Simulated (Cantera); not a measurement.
Input (Python, Cantera) and output of one run.

```python
import numpy as np
import cantera as ct

gas_names = """
    H HI HNO HNO2 HNO3 HO2 H2 H2O H2O2 I I2 N NH NH2 NH3 NH2OH NO NO2 NO3 N2 N2H2 N2H4 N2O O OH O2 O3
""".split()
cond_names = """
    H2O(s) H2O(L) I2(cr) I2(L)
""".split()


# ... load() reads the species with a 1 bar reference pressure and builds the phases ...
atoms = {
    'HI': {'H': 1, 'I': 1},
    'O2': {'O': 2},
    'N2': {'N': 2},
}
top_T = {}  # K; cautious upper limits of use, not melting points


# ... equilibrate(T, P, feed) seeds the gas with the atoms and calls Mixture.equilibrate('TP', solver="vcs", rtol=1e-11, max_steps=5000) ...
results = []
feed = {'HI': 1, 'O2': 1.1, 'N2': 19}  # mol
T = 1798  # K
P = 1000  # Pa
mix = equilibrate(T, P, feed)
results.append((T, P, feed, dict(zip(mix.species_names, mix.species_moles))))
print(gas.report(threshold=0.001))
for i in range(1, mix.n_phases):
    print(f"{mix.phase(i).name:16s} {mix.phase_moles(i):12.5e} mol")
```

Output:

```
       temperature   1798 K
          pressure   1000 Pa
           density   0.002178 kg/m^3
  mean mol. weight   32.56 kg/kmol
   phase of matter   gas

                          1 kg             1 kmol
                     ---------------   ---------------
          enthalpy        1.4791e+06        4.8159e+07  J
   internal energy          1.02e+06         3.321e+07  J
           entropy            8907.5        2.9002e+05  J/K
    Gibbs function       -1.4536e+07        -4.733e+08  J
 heat capacity c_p            1084.5             35311  J/K
 heat capacity c_v            829.14             26997  J/K

                      mass frac. Y      mole frac. X     chem. pot. / RT
                     ---------------   ---------------   ---------------
               H2O          0.012714          0.022978           -51.568
                 I           0.18233           0.04678           -24.678
                NO         0.0017326           0.00188            -33.78
                N2           0.76463            0.8887            -31.31
                O2          0.037954          0.038621            -36.25
     [  +22 minor]        0.00064268          0.001042

I2(L)             0.00000e+00 mol
```

These are equilibrium values from Cantera (NASA tables, ideal gas, pure condensed phases), not measurements of a reactor.
